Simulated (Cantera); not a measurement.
A closed system holds: 1 mol SiHCl3, 0.16 mol CH4, 290 mol H2, at 1377 °C and 2.10 mbar.

Equilibrium computed with Cantera from the NASA thermochemical tables; the gas is ideal and each condensed phase is pure. Candidate condensed phases: C, C6H6, C7H8, C8H18, Si, SiC; 109 gas species. Mutual solubility and eutectic melting of coexisting phases are not modelled. The tables' values for SiCl are old estimates; treat these amounts as uncertain. Rates play no part.

Question: What is the equilibrium state?

Answer: 
```
Quantity                                   Result
--------------------------------------  ---------
x(H2)                                       0.988
x(HCl)                                    0.00956
x(H)                                      0.00197
x(SiCl2)                                 0.000329
x(Si)                                    0.000128
x(Cl)                                     1.50e-5
x(SiCl)                                   1.28e-5
x(SiH)                                    1.06e-5
x(SiH2)                                   8.55e-6
n(Si(s))                                0.696 mol
n(SiC(s))                               0.160 mol
gas amount                              292.7 mol
log10 activity of C(graphite) (absent)      -1.91
```
